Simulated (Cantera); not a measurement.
A Cantera script and what it prints.

```python
import numpy as np
import cantera as ct

gas_names = """
    C CH CH2 CH3 CH2OH CH3O CH4 CH3OH CO COS CO2 COOH CS CS2 C2 C2H CHCO,ketyl C2H2,acetylene
    C2H2,vinylidene CH2CO,ketene C2H3,vinyl CH3CO,acetyl C2H4 C2H4O,ethylen CH3CHO,ethanal CH3COOH
    (HCOOH)2 C2H5 C2H6 CH3OCH3 C2H5OH C2O C3 C3H3,propargyl C3H4,allene C3H4,propyne C3H4,cyclo-
    C3H5,allyl C3H6,propylene C3H6,cyclo- C3H6O C3H7,n-propyl C3H7,i-propyl C3H8 C3H8O,1propanol
    C3H8O,2propanol C3O2 C4 C4H2 C4H4,1,3-cyclo- C4H6,butadiene C4H6,2-butyne C4H6,cyclo- C4H8,1-butene
    C4H8,cis2-buten C4H8,tr2-butene C4H8,isobutene C4H8,cyclo- (CH3COOH)2 C4H9,n-butyl C4H9,i-butyl
    C4H9,s-butyl C4H9,t-butyl C4H10,isobutane C4H10,n-butane C5 C5H6,1,3cyclo- C5H8,cyclo-
    C5H10,1-pentene C5H10,cyclo- C5H11,pentyl C5H11,t-pentyl C5H12,n-pentane C5H12,i-pentane
    CH3C(CH3)2CH3 C6H2 C6H5,phenyl C6H5O,phenoxy C6H6 C6H5OH,phenol C6H10,cyclo- C6H12,1-hexene
    C6H12,cyclo- C6H13,n-hexyl C7H7,benzyl C7H8 C7H8O,cresol C7H14,1-heptene C7H15,n-heptyl
    C7H16,n-heptane C8H8,styrene C8H10,ethylbenz C8H16,1-octene C8H17,n-octyl C8H18,isooctane
    C8H18,n-octane C9H19,n-nonyl C10H8,naphthale C10H21,n-decyl C12H9,o-bipheny C12H10,bipheny Fe FeC5O5
    FeO Fe(OH)2 H HCO HO2 H2 HCHO,formaldehy HCOOH H2O H2O2 H2S H2SO4 O OH O2 O3 S SH SO SO2 SO3 S2 S2O
    S8
""".split()
cond_names = """
    C(gr) C6H6(L) C7H8(L) C8H18(L),n-octa Fe(a) Fe(c) Fe(d) Fe(L) FeC5O5(L) FeO(s) FeO(L) Fe(OH)2(s)
    Fe(OH)3(s) FeS(a) FeS(b) FeS(c) FeS(L) FeSO4(s) FeS2(s) Fe2O3(s) Fe2S3O12(s) Fe3O4(s) H2O(s) H2O(L)
    H2SO4(L) S(cr1) S(cr2) S(L)
""".split()


def load(file, names, dense=False):
    # The tables refer to 1 bar. Condensed volumes are neglected.
    table = {s.name: s for s in ct.Species.list_from_file(file)}
    out = []
    for n in names:
        d = dict(table[n].input_data)
        d["thermo"] = dict(d["thermo"], **{"reference-pressure": 1e5})
        if dense:
            d["equation-of-state"] = {"model": "constant-volume", "density": "1e6 g/cm^3"}
        out.append(ct.Species.from_dict(d))
    return out


gas = ct.Solution(thermo="ideal-gas", species=load("nasa_gas.yaml", gas_names))
cond = {s.name: ct.Solution(thermo="fixed-stoichiometry", species=[s], name=s.name)
        for s in load("nasa_condensed.yaml", cond_names, dense=True)}
atoms = {
    'Fe': {'Fe': 1},
    'H2S': {'H': 2, 'S': 1},
    'H2': {'H': 2},
    'CO': {'C': 1, 'O': 1},
}
top_T = {'C(gr)': 4500, 'FeSO4(s)': 950, 'FeS2(s)': 1010, 'Fe2O3(s)': 1830, 'Fe2S3O12(s)': 1100, 'Fe3O4(s)': 1870}  # K; cautious upper limits of use, not melting points


def equilibrate(T, P, feed):
    n = {}
    for name, mol in feed.items():
        for a, k in atoms[name].items():
            n[a] = n.get(a, 0.0) + k * mol
    gas.TPX = T, P, n
    mass = sum(n.values()) * gas.mean_molecular_weight
    gas.equilibrate("TP")
    valid = [c for c in cond.values() if c.min_temp <= T <= top_T.get(c.name, c.max_temp)]
    mix = ct.Mixture([(gas, mass / gas.mean_molecular_weight)] + [(c, 0.0) for c in valid])
    mix.T, mix.P = T, P
    mix.equilibrate("TP", solver="vcs", rtol=1e-11, max_steps=5000)
    return mix


results = []
feed = {'Fe': 1, 'H2S': 0.0042, 'H2': 270, 'CO': 0.19}  # mol
T = 1248.15  # K
P = 133.322  # Pa
mix = equilibrate(T, P, feed)
results.append((T, P, feed, dict(zip(mix.species_names, mix.species_moles))))
print(gas.report(threshold=0.0001))
for i in range(1, mix.n_phases):
    print(f"{mix.phase(i).name:16s} {mix.phase_moles(i):12.5e} mol")
```

Result:

```
       temperature   1248.2 K
          pressure   133.32 Pa
           density   2.6141e-05 kg/m^3
  mean mol. weight   2.0348 kg/kmol
   phase of matter   gas

                          1 kg             1 kmol
                     ---------------   ---------------
          enthalpy        1.3879e+07        2.8241e+07  J
   internal energy         8.779e+06        1.7863e+07  J
           entropy        1.1214e+05        2.2819e+05  J/K
    Gibbs function       -1.2609e+08       -2.5657e+08  J
 heat capacity c_p             15385             31305  J/K
 heat capacity c_v             11299             22990  J/K

                      mass frac. Y      mole frac. X     chem. pot. / RT
                     ---------------   ---------------   ---------------
                CO         0.0096735        0.00070273           -50.743
                H2           0.99005           0.99927           -24.705
     [ +125 minor]        0.00027917        2.9461e-05

C(gr)             0.00000e+00 mol
Fe(c)             9.99953e-01 mol
FeC5O5(L)         0.00000e+00 mol
FeO(s)            0.00000e+00 mol
Fe(OH)2(s)        0.00000e+00 mol
Fe(OH)3(s)        0.00000e+00 mol
FeS(c)            0.00000e+00 mol
Fe2O3(s)          0.00000e+00 mol
Fe3O4(s)          0.00000e+00 mol
S(L)              0.00000e+00 mol
```

Equilibrium computed with Cantera from the NASA thermochemical tables; the gas is ideal and each condensed phase is pure.
